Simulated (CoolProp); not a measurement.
n-undecane along the isobar 101 kPa: density (kg/m³) from the reference equation and from simpler models built on Tc = 638.8 K, pc = 1990 kPa, ω = 0.539; each cubic takes its own stable root.

The numbers come from the reference Helmholtz-energy equation of state, Aleksandrov 2011 in CoolProp. It is a short technical equation, of lower accuracy than the large ones.

| T (K) | phase | reference |
|---|---|---|
| 264.9 | liquid | 762.1 |
| 275.8 | liquid | 753.6 |
| 286.8 | liquid | 745.2 |
| 297.8 | liquid | 736.8 |
| 308.8 | liquid | 728.4 |
| 319.7 | liquid | 720.1 |
| 330.7 | liquid | 711.7 |
| 341.7 | liquid | 703.3 |

### Question
How far does each simpler model (van der Waals, Redlich-Kwong, Soave-Redlich-Kwong) lie from the reference over these 8 states: mean and median of the absolute difference, and the worst?

### Answer
- van der Waals: mean 46.9 %, median 46.8 %, worst -47.3 % at 264.9 K and 101 kPa
- Redlich-Kwong: mean 21.0 %, median 21.0 %, worst -21.5 % at 264.9 K and 101 kPa
- Soave-Redlich-Kwong: mean 17.4 %, median 17.3 %, worst -18.6 % at 264.9 K and 101 kPa
